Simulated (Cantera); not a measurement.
## Sublimation and decomposition of ceramics: Si3N4 + Si + H2

Feed: 1 mol Si3N4, 0.11 mol Si, 0.58 mol H2, equilibrated at 100000 Pa.

Cantera equilibrium calculation (NASA polynomials, part measured and part estimated; ideal gas, pure solids and liquids). Candidate condensed phases: Si, Si3N4; 18 gas species. The tables' values for SiN are old estimates; treat these amounts as uncertain. Gases not in the tables: Si2H6 and higher silanes. Kinetics and transport are ignored.

From 2450 K to 2775 K the condensed part is Si(l). The main Si-bearing gas is Si throughout. The share of Si in condensed phases is highest at 2450 K (99.6 %) and lowest at 2775 K (96.5 %).

```json
[
 {"T (K)": "2450", "log p N2": "-0.11", "log p H2": "-0.66", "log p H": "-2.03", "log p Si": "-2.49", "log p SiH": "-3.36", "log p SiN": "-3.51", "n Si(l)": "3.10"},
 {"T (K)": "2475", "log p N2": "-0.12", "log p H2": "-0.66", "log p H": "-1.98", "log p Si": "-2.41", "log p SiH": "-3.30", "log p SiN": "-3.44", "n Si(l)": "3.09"},
 {"T (K)": "2500", "log p N2": "-0.12", "log p H2": "-0.67", "log p H": "-1.93", "log p Si": "-2.32", "log p SiH": "-3.23", "log p SiN": "-3.38", "n Si(l)": "3.09"},
 {"T (K)": "2525", "log p N2": "-0.12", "log p H2": "-0.67", "log p H": "-1.89", "log p Si": "-2.24", "log p SiH": "-3.17", "log p SiN": "-3.31", "n Si(l)": "3.09"},
 {"T (K)": "2550", "log p N2": "-0.12", "log p H2": "-0.67", "log p H": "-1.84", "log p Si": "-2.16", "log p SiH": "-3.11", "log p SiN": "-3.25", "n Si(l)": "3.08"},
 {"T (K)": "2575", "log p N2": "-0.12", "log p H2": "-0.67", "log p H": "-1.80", "log p Si": "-2.09", "log p SiH": "-3.05", "log p SiN": "-3.19", "n Si(l)": "3.08"},
 {"T (K)": "2600", "log p N2": "-0.12", "log p H2": "-0.68", "log p H": "-1.75", "log p Si": "-2.01", "log p SiH": "-2.99", "log p SiN": "-3.13", "n Si(l)": "3.07"},
 {"T (K)": "2625", "log p N2": "-0.12", "log p H2": "-0.68", "log p H": "-1.71", "log p Si": "-1.94", "log p SiH": "-2.93", "log p SiN": "-3.07", "n Si(l)": "3.07"},
 {"T (K)": "2650", "log p N2": "-0.12", "log p H2": "-0.68", "log p H": "-1.67", "log p Si": "-1.86", "log p SiH": "-2.88", "log p SiN": "-3.01", "n Si(l)": "3.06"},
 {"T (K)": "2675", "log p N2": "-0.12", "log p H2": "-0.69", "log p H": "-1.63", "log p Si": "-1.79", "log p SiH": "-2.82", "log p SiN": "-2.96", "n Si(l)": "3.05"},
 {"T (K)": "2700", "log p N2": "-0.13", "log p H2": "-0.69", "log p H": "-1.59", "log p Si": "-1.72", "log p SiH": "-2.77", "log p SiN": "-2.90", "n Si(l)": "3.04"},
 {"T (K)": "2725", "log p N2": "-0.13", "log p H2": "-0.70", "log p H": "-1.55", "log p Si": "-1.65", "log p SiH": "-2.72", "log p SiN": "-2.85", "n Si(l)": "3.03"},
 {"T (K)": "2750", "log p N2": "-0.13", "log p H2": "-0.70", "log p H": "-1.52", "log p Si": "-1.59", "log p SiH": "-2.67", "log p SiN": "-2.80", "n Si(l)": "3.02"},
 {"T (K)": "2775", "log p N2": "-0.13", "log p H2": "-0.71", "log p H": "-1.48", "log p Si": "-1.52", "log p SiH": "-2.62", "log p SiN": "-2.75", "n Si(l)": "3.00"}
]
```
log p: log10 of the partial pressure in bar; n: condensed amount in mol.
